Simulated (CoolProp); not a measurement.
A single-stage vapour-compression cycle with ammonia: evaporating at 236.15 K (dew point), condensing at 269.15 K (bubble point), superheat 0 K, subcooling 5 K, compressor efficiency 0.7, no pressure losses. Each further row changes one setting.

Model: reference Helmholtz-energy equation of state, Gao 2020, in CoolProp.

```tsv
case	cooling COP	pressure ratio	discharge temperature (K)	refrigerating effect (kJ/kg)	volumetric capacity (kJ/m³)
as stated	4.41	4.39	370.5	1250	936
evaporating temperature 241.15 K	5.44	3.41	351.0	1260	1190
condensing temperature 264.15 K	5.31	3.61	350.4	1280	953
subcooling 10 K	4.49	4.39	370.5	1280	953
superheat 10 K	4.29	4.39	385.9	1280	910
compressor efficiency 0.6	3.78	4.39	391.1	1250	936
```
